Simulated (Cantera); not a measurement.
A perfectly stirred reactor is fed with 4.56 % CH4, 94.9 % H2, 0.503 % CO2, at 0.0263 atm; it is held at 2600 K, and followed from long to short residence time.

Detailed kinetics in Cantera: GRI-Mech 3.0 (53 species, 325 reactions). GRI-Mech 3.0 stops at C3 and has no aromatics, soot or wall deposition, so with more carbon than oxygen in the feed, carbon stays in small species such as C2H2 where larger ones or solid carbon would form. Radical loss at walls, strong at low pressure, is not modelled.

x: mole fraction; the columns are a selection and need not sum to one.

| τ (s) | x CH4 | x H2 | x CO2 | x O | x C2H6 | x H2O | x H2O2 |
|---|---|---|---|---|---|---|---|
| 29 | 2.56e-6 | 0.767 | 5.43e-9 | 7.12e-10 | <1e-12 | 7.25e-8 | <1e-12 |
| 6.6 | 3.30e-6 | 0.770 | 2.41e-8 | 3.01e-9 | <1e-12 | 3.16e-7 | <1e-12 |
| 1.5 | 6.15e-6 | 0.779 | 1.12e-7 | 1.30e-8 | 1.69e-12 | 1.54e-6 | <1e-12 |
| 0.34 | 2.11e-5 | 0.813 | 6.15e-7 | 5.54e-8 | 1.70e-11 | 1.05e-5 | <1e-12 |
| 0.077 | 0.000174 | 0.880 | 4.98e-6 | 2.13e-7 | 7.98e-10 | 0.000143 | <1e-12 |
| 0.018 | 0.00107 | 0.916 | 3.69e-5 | 5.55e-7 | ? | 0.00118 | <1e-12 |
| 0.0040 | 0.00433 | 0.930 | 0.000229 | 6.75e-7 | ? | 0.00316 | <1e-12 |
| 0.00090 | 0.0134 | 0.934 | 0.00115 | 3.93e-7 | ? | 0.00336 | <1e-12 |

Task: Fill in the missing entries.

Result: 
- 0.018, x C2H6: 2.00e-8
- 0.0040, x C2H6: 2.34e-7
- 0.00090, x C2H6: 1.59e-6
